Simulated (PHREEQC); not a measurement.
## Polishing slurry liquid: speciation

Dissolve 0.15 mol KOH, 0.00014 mol Fe(NO3)3 and 8.3e-05 mol KH2PO4 per kg of water at 90 °C. Closed to the air; pH follows from the charge balance.

The numbers come from PHREEQC with the ion-association model, wateq4f.dat.

```
Quantity                 Result
----------------  -------------
pH                        11.45
ionic strength    0.150 mol/kgw
total alkalinity     150 meq/kg
```

| species | molality | activity | log γ |
|---|---|---|---|
| K+ | 0.150 | 0.105 | -0.153 |
| OH- | 0.149 | 0.104 | -0.155 |
| NO3- | 0.000420 | 0.000289 | -0.163 |
| Fe(OH)4- | 0.000140 | 0.000103 | -0.132 |
| PO4-3 | 5.17e-5 | 3.05e-6 | -1.230 |
| HPO4-2 | 2.90e-5 | 8.22e-6 | -0.547 |
| KHPO4- | 2.30e-6 | 1.69e-6 | -0.132 |
| O2 | 2.46e-7 | 2.54e-7 | 0.015 |
| Fe(OH)3 | 4.55e-8 | 4.71e-8 | 0.015 |

Precipitation was switched off in this run. Saturation is exceeded, for instance for Hematite (slow to form), Goethite (slow to form); the values hold only as long as no solid forms. Complexes and solids missing from the database can't appear. H3PO4, which wateq4f.dat lacks, is added to it with the constant of phreeqc.dat. Constants without temperature data keep their 25 °C values here.
